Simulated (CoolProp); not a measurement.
Vapour pressure (bar) of dimethyl carbonate: the reference equation beside estimates from Tc = 283.9 °C, pc = 49.09 bar, ω = 0.346. Clausius-Clapeyron is anchored at 133.75 °C with a constant enthalpy of vaporisation of 30.92 kJ/mol.

Model: reference Helmholtz-energy equation of state, Zhou 2011, in CoolProp.

```tsv
T (°C)	reference	Clausius-Clapeyron	Redlich-Kwong	Soave-Redlich-Kwong	Peng-Robinson
118.45	2.316	2.394	4.452	2.317	2.312
122.25	2.560	2.623	4.826	2.566	2.558
126.05	2.824	2.869	5.221	2.836	2.824
129.85	3.108	3.132	5.638	3.128	3.111
133.75	3.422	3.422	6.091	3.451	3.429
137.55	3.751	3.724	6.557	3.790	3.763
141.35	4.104	4.046	7.048	4.154	4.121
145.15	4.482	4.390	7.563	4.545	4.504
148.95	4.886	4.756	8.105	4.963	4.915
152.85	5.329	5.155	8.689	5.422	5.366
156.65	5.789	5.569	9.285	5.900	5.836
160.45	6.279	6.008	9.910	6.409	6.336
```

Absolute difference from the reference over all 12 rows, mean and median: Clausius-Clapeyron 2.2 and 2.3 %, Redlich-Kwong 74.0 and 73.3 %, Soave-Redlich-Kwong 1.1 and 1.1 %, Peng-Robinson 0.4 and 0.4 %.
